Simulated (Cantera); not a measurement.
An adiabatic, constant-pressure homogeneous reactor starts with C₃H₈ : O₂ : N₂ = 1 : 6.85 : 67.1 (molar parts), at 1800 K and 1.00 bar. Integrator tolerance rtol = 1e-08.

Computed with Cantera and GRI-Mech 3.0 (53 species, 325 reactions). GRI-Mech 3.0 was tuned for natural gas; its chemistry of propane as a main component is partial and can be far from experiment.

Question: What does this change do: C3H8 1 to 1.8 parts?

Answer: 
```
quantity                                                            before                                      after
---------------------------------  ---------------------------------------  -----------------------------------------
time of steepest temperature rise                                  18.3 µs                                    22.2 µs
temperature at 9.00 s                                               2417 K                                     2548 K
equilibrium temperature                                             2417 K                                     2548 K
x(C₃H₈) at 9.00 s                    <1e-12 (gas-phase equilibrium <1e-12)      <1e-12 (gas-phase equilibrium <1e-12)
x(O₂) at 9.00 s                      0.0224 (gas-phase equilibrium 0.0224)  0.000958 (gas-phase equilibrium 0.000958)
x(HO₂) at 9.00 s                   1.49e-6 (gas-phase equilibrium 1.49e-6)    2.36e-7 (gas-phase equilibrium 2.36e-7)
x(CH₂) at 9.00 s                     <1e-12 (gas-phase equilibrium <1e-12)      <1e-12 (gas-phase equilibrium <1e-12)
x(NO₂) at 9.00 s                   2.17e-6 (gas-phase equilibrium 2.17e-6)    9.95e-8 (gas-phase equilibrium 9.95e-8)
x(NO) at 9.00 s                    0.00683 (gas-phase equilibrium 0.00683)    0.00174 (gas-phase equilibrium 0.00174)
```
